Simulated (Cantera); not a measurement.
Feed: 1 mol KCl, 0.34 mol H2, 6 mol N2, held at 1.88 Torr.

Cantera equilibrium calculation (NASA polynomials, part measured and part estimated; ideal gas, pure solids and liquids). Candidate condensed phases: K, KCl, NH4Cl; 17 gas species. Equilibrium is a limit: real reactors are often held back by kinetics, nucleation or transport.

Problem. At 1250 K, list the 5 most abundant gas species with their mole fractions, and the condensed phases.

Solution. N2 0.819, KCl 0.133, H2 0.0462, K2Cl2 0.00170, K 0.000357. Condensed: gas only.
